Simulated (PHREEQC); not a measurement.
Consider water at 20 °C with 0.018 mol HF, 0.00029 mol NH4F and 7e-05 mol (NH4)2SiF6 per kg of water. Closed to the air; pH follows from the charge balance.

Computed with PHREEQC (ion-association model, phreeqc.dat).

No solid was allowed to form.

Task: Order these F species by the share of F that they hold, largest first: F-, HF, HF2-, SiF6-2.

Result: HF (77 %), F- (19 %), SiF6-2 (2.2 %), HF2- (2.0 %)

The pH is 2.49 and the ionic strength 0.00391 mol/kgw. SiF6-2 is the database's only silicon fluoride.
